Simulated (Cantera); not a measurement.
An isothermal, constant-pressure homogeneous reactor starts with H₂ : O₂ : N₂ = 0.023 : 1 : 0.25 (molar parts), equivalence ratio 0.011, at 1448 K and 0.0200 bar.

Detailed kinetics in Cantera: the H2/O2 subset of GRI-Mech 3.0, which has no nitrogen chemistry. Radical loss at walls, strong at low pressure, is not modelled.

x: mole fraction; the columns are a selection and need not sum to one.

```json
[
 {"t (s)": "0.000100", "x H₂": "0.0181", "x O₂": "0.786", "x H": "3.23e-8", "x HO₂": "9.45e-8", "x OH": "[?]", "x H₂O₂": "5.99e-11"},
 {"t (s)": "0.000228", "x H₂": "0.0181", "x O₂": "0.786", "x H": "1.10e-7", "x HO₂": "2.15e-7", "x OH": "[?]", "x H₂O₂": "2.84e-10"},
 {"t (s)": "0.000518", "x H₂": "0.0181", "x O₂": "0.786", "x H": "1.39e-6", "x HO₂": "4.91e-7", "x OH": "[?]", "x H₂O₂": "1.22e-9"},
 {"t (s)": "0.00118", "x H₂": "0.0151", "x O₂": "0.783", "x H": "0.000319", "x HO₂": "1.10e-6", "x OH": "[?]", "x H₂O₂": "1.04e-8"},
 {"t (s)": "0.00268", "x H₂": "0.000173", "x O₂": "0.769", "x H": "0.00101", "x HO₂": "9.21e-7", "x OH": "0.00262", "x H₂O₂": "2.29e-8"},
 {"t (s)": "0.00611", "x H₂": "0.000145", "x O₂": "0.769", "x H": "0.000940", "x HO₂": "8.91e-7", "x OH": "0.00251", "x H₂O₂": "2.17e-8"},
 {"t (s)": "0.0139", "x H₂": "0.000137", "x O₂": "0.770", "x H": "0.000859", "x HO₂": "8.67e-7", "x OH": "0.00244", "x H₂O₂": "2.13e-8"},
 {"t (s)": "0.0316", "x H₂": "0.000121", "x O₂": "0.772", "x H": "0.000706", "x HO₂": "8.17e-7", "x OH": "0.00230", "x H₂O₂": "2.04e-8"},
 {"t (s)": "0.0720", "x H₂": "9.32e-5", "x O₂": "0.774", "x H": "0.000468", "x HO₂": "7.17e-7", "x OH": "[?]", "x H₂O₂": "1.86e-8"},
 {"t (s)": "0.164", "x H₂": "5.62e-5", "x O₂": "0.778", "x H": "0.000214", "x HO₂": "5.47e-7", "x OH": "[?]", "x H₂O₂": "1.51e-8"},
 {"t (s)": "0.373", "x H₂": "2.43e-5", "x O₂": "0.781", "x H": "5.94e-5", "x HO₂": "3.32e-7", "x OH": "[?]", "x H₂O₂": "1.02e-8"},
 {"t (s)": "0.848", "x H₂": "7.72e-6", "x O₂": "0.783", "x H": "1.05e-5", "x HO₂": "1.56e-7", "x OH": "[?]", "x H₂O₂": "5.42e-9"},
 {"t (s)": "1.93", "x H₂": "2.10e-6", "x O₂": "0.783", "x H": "1.48e-6", "x HO₂": "6.74e-8", "x OH": "[?]", "x H₂O₂": "2.35e-9"},
 {"t (s)": "4.39", "x H₂": "5.80e-7", "x O₂": "0.783", "x H": "2.15e-7", "x HO₂": "4.38e-8", "x OH": "[?]", "x H₂O₂": "9.31e-10"},
 {"t (s)": "10.0", "x H₂": "2.06e-7", "x O₂": "0.784", "x H": "4.55e-8", "x HO₂": "4.98e-8", "x OH": "[?]", "x H₂O₂": "4.47e-10"}
]
```

Q: Complete the blanks.

A: 
- 0.000100, x OH: 1.01e-7
- 0.000228, x OH: 4.66e-7
- 0.000518, x OH: 6.46e-6
- 0.00118, x OH: 0.00140
- 0.0720, x OH: 0.00202
- 0.164, x OH: 0.00157
- 0.373, x OH: 0.00103
- 0.848, x OH: 0.000584
- 1.93, x OH: 0.000305
- 4.39, x OH: 0.000160
- 10.0, x OH: 9.57e-5
